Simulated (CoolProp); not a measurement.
Cyclopentane along the isobar 2.03 MPa: density (kg/m³) from the reference equation and from simpler models built on Tc = 511.7 K, pc = 4.583 MPa, ω = 0.202; each cubic takes its own stable root.

Model: reference Helmholtz-energy equation of state, Gedanitz 2015, in CoolProp.

```csv
T (K),phase,reference
375.6,liquid,659.7
393,liquid,638.3
410.5,liquid,615.1
427.9,liquid,589.7
445.3,liquid,560.6
462.8,gas,50.98
480.2,gas,46.37
497.7,gas,42.89
515.1,gas,40.14
532.6,gas,37.83
550,gas,35.88
```

Question: How far does each simpler model (Redlich-Kwong, Soave-Redlich-Kwong) lie from the reference over these 11 states: mean and median of the absolute difference, and the worst?

Answer: 
- Redlich-Kwong: mean 5.5 %, median 3.7 %, worst -13.6 % at 445.3 K and 2.03 MPa
- Soave-Redlich-Kwong: mean 3.8 %, median 2.2 %, worst -9.6 % at 445.3 K and 2.03 MPa
